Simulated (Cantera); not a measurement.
A closed system holds: 1 mol FeS2, 3.5 mol H2, held at 17000 Pa.

Method: chemical equilibrium by Gibbs-energy minimisation in Cantera with the NASA 1993 tables (ideal gas, pure condensed phases). Candidate condensed phases: Fe, FeS, FeS2, S; 8 gas species. FeS: taken at fixed stoichiometry. The numbers say what is thermodynamically allowed, not how fast it happens.

x: gas mole fraction; n: condensed amount in mol.

```csv
T (°C),x H2,x H2S,x S2,x SH,x H,x Fe,n FeS(l)
1377,0.789,0.147,0.0578,0.00594,0.000196,1.60e-6,1.000
1427,0.798,0.129,0.0646,0.00741,0.000319,4.58e-6,1.000
1477,0.806,0.114,0.0706,0.00903,0.000506,1.24e-5,1.000
1527,0.813,0.0997,0.0757,0.0108,0.000783,3.21e-5,1.000
1577,0.818,___,0.0799,___,___,___,1.000
1627,0.822,0.0769,0.0833,0.0148,0.00174,0.000186,0.999
1677,0.825,0.0677,0.0860,0.0170,0.00252,0.000420,0.998
1727,0.826,0.0597,0.0880,0.0193,0.00359,0.000913,0.996
1777,0.826,___,0.0896,___,___,___,0.992
1827,0.823,0.0466,0.0909,0.0242,0.00686,0.00387,0.985
1877,0.817,0.0413,0.0921,0.0267,0.00925,0.00756,0.970
```

### Question
Fill in the missing entries.

### Answer

- 1577, x H2S: 0.0875
- 1577, x SH: 0.0127
- 1577, x H: 0.00118
- 1577, x Fe: 7.90e-5
- 1777, x H2S: 0.0527
- 1777, x SH: 0.0217
- 1777, x H: 0.00500
- 1777, x Fe: 0.00191
